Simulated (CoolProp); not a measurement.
Values from CoolProp's reference Helmholtz-energy equation of state, de Reuck 1993.

Problem. Give the vapour pressure (kPa), enthalpy of vaporisation (kJ/kg), surface tension (mN/m), liquid viscosity (µPa s) of saturated methanol at 287.9, 301.9, 311.2 K.

Solution. 
```csv
T (K),p (kPa),enthalpy of vaporisation (kJ/kg),surface tension (mN/m),liquid viscosity (µPa s)
287.9,9.76,1180,23.0,634
301.9,20.6,1160,21.8,515
311.2,32.4,1150,21.1,453
```

Viscosity comes from a separate model (Xiang 2006). Surface tension comes from a separate correlation (Mulero 2012).
